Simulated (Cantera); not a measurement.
A perfectly stirred reactor is fed with CO : O2 : H2O : N2 = 0.021 : 0.0027 : 0.0013 : 1 (molar parts), equivalence ratio 3.9, at 760 Torr; it is held at 1523 K, and followed from long to short residence time.

Detailed kinetics in Cantera: GRI-Mech 3.0 (53 species, 325 reactions).

**Question.** What does this change do: H2O 0.0013 to 0.0023 parts?

**Answer.** 
```csv
quantity,before,after
x(CO) at τ = 3.70 s,0.0146,0.0142
x(O2) at τ = 3.70 s,1.64e-6,1.56e-6
x(H2O) at τ = 3.70 s,0.000642,0.00121
x(NO) at τ = 3.70 s,4.74e-7,3.34e-7
x(NO2) at τ = 3.70 s,<1e-12,<1e-12
x(CO) at τ = 37.0 ms,0.0147,0.0142
x(O2) at τ = 37.0 ms,4.61e-5,3.57e-5
x(H2O) at τ = 37.0 ms,0.000507,0.00108
x(NO) at τ = 37.0 ms,2.74e-6,1.78e-6
x(NO2) at τ = 37.0 ms,4.83e-11,1.83e-11
```
